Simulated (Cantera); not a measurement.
Charge: 1 mol SiCl4, 1.9 mol HCl, 0.22 mol H2, held at 338 Torr.

These are equilibrium values from Cantera (NASA tables, ideal gas, pure condensed phases), not measurements of a reactor. Candidate condensed phases: Si; 19 gas species. The tables' values for SiCl3 are old estimates; treat these amounts as uncertain. The numbers say what is thermodynamically allowed, not how fast it happens. All values below are at 973 K.

Base state: HCl 0.609, SiCl4 0.320, H2 0.0703, SiHCl3 0.000208, SiCl3 1.42e-5 (mole fractions); condensed: gas only.

Task: What changes in the equilibrium state with this change: SiCl4 replaced by Si?

Result: 
```tsv
species	before	after
H2	0.0703	0.677
SiCl4	0.320	0.232
SiHCl3	0.000208	0.0745
HCl	0.609	0.0119
SiH2Cl2	1.41e-8	0.00250
SiH3Cl	<1e-9	2.11e-5
Si(s), mol	0	0.497
```
